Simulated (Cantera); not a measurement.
A freely propagating, adiabatic, planar premixed flame of H₂ : O₂ : N₂ = 1 : 0.278 : 0.778 (molar parts), equivalence ratio 1.8, unburnt at 450 K and 1.01 bar; mixture-averaged transport, grid criteria slope 0.08 and curve 0.16, no radiation.

Detailed kinetics in Cantera: the H2/O2 subset of GRI-Mech 3.0, which has no nitrogen chemistry. Burning velocities carry a grid error of a few per cent, more on coarse grids.

x: mole fraction of selected species; z is measured from the peak of heat release.

```json
[
 {"z (mm)": "-1.14", "T (K)": "450", "u (m/s)": "7.05", "x H₂": "0.486", "x O₂": "0.135", "x H₂O": "<1e-8", "x H₂O₂": "<1e-8", "x OH": "<1e-8", "x HO₂": "<1e-8"},
 {"z (mm)": "-0.758", "T (K)": "450", "u (m/s)": "7.05", "x H₂": "0.486", "x O₂": "0.135", "x H₂O": "<1e-8", "x H₂O₂": "<1e-8", "x OH": "<1e-8", "x HO₂": "<1e-8"},
 {"z (mm)": "-0.569", "T (K)": "450", "u (m/s)": "7.05", "x H₂": "0.486", "x O₂": "0.135", "x H₂O": "<1e-8", "x H₂O₂": "<1e-8", "x OH": "<1e-8", "x HO₂": "<1e-8"},
 {"z (mm)": "-0.379", "T (K)": "450", "u (m/s)": "7.05", "x H₂": "0.486", "x O₂": "0.135", "x H₂O": "3.11e-8", "x H₂O₂": "<1e-8", "x OH": "<1e-8", "x HO₂": "4.71e-8"},
 {"z (mm)": "-0.190", "T (K)": "465", "u (m/s)": "7.25", "x H₂": "0.484", "x O₂": "0.136", "x H₂O": "0.000335", "x H₂O₂": "4.44e-6", "x OH": "3.19e-5", "x HO₂": "0.000202"},
 {"z (mm)": "-0.0948", "T (K)": "(withheld)", "u (m/s)": "11.2", "x H₂": "0.448", "x O₂": "0.130", "x H₂O": "0.0214", "x H₂O₂": "3.96e-5", "x OH": "0.00103", "x HO₂": "0.000253"},
 {"z (mm)": "0", "T (K)": "(withheld)", "u (m/s)": "17.8", "x H₂": "0.333", "x O₂": "0.0886", "x H₂O": "0.114", "x H₂O₂": "3.83e-6", "x OH": "0.00282", "x HO₂": "9.06e-5"},
 {"z (mm)": "0.0948", "T (K)": "(withheld)", "u (m/s)": "22.3", "x H₂": "0.224", "x O₂": "0.0255", "x H₂O": "0.232", "x H₂O₂": "1.62e-6", "x OH": "0.00632", "x HO₂": "2.49e-5"},
 {"z (mm)": "0.190", "T (K)": "1672", "u (m/s)": "24.1", "x H₂": "0.197", "x O₂": "0.00625", "x H₂O": "0.271", "x H₂O₂": "1.00e-6", "x OH": "0.00762", "x HO₂": "5.86e-6"},
 {"z (mm)": "0.379", "T (K)": "1805", "u (m/s)": "25.8", "x H₂": "0.199", "x O₂": "0.00208", "x H₂O": "0.281", "x H₂O₂": "5.98e-7", "x OH": "0.00865", "x HO₂": "1.89e-6"},
 {"z (mm)": "0.758", "T (K)": "1943", "u (m/s)": "27.5", "x H₂": "0.209", "x O₂": "0.00142", "x H₂O": "0.286", "x H₂O₂": "3.31e-7", "x OH": "0.00904", "x HO₂": "1.24e-6"},
 {"z (mm)": "1.52", "T (K)": "2080", "u (m/s)": "29.1", "x H₂": "0.218", "x O₂": "0.000907", "x H₂O": "0.291", "x H₂O₂": "1.76e-7", "x OH": "0.00857", "x HO₂": "7.89e-7"},
 {"z (mm)": "3.03", "T (K)": "2203", "u (m/s)": "30.5", "x H₂": "0.227", "x O₂": "0.000499", "x H₂O": "0.297", "x H₂O₂": "9.60e-8", "x OH": "0.00729", "x HO₂": "4.63e-7"}
]
```

**Question.** Fill in the missing entries.

**Answer.** 
- -0.0948, T (K): 740
- 0, T (K): 1218
- 0.0948, T (K): 1534
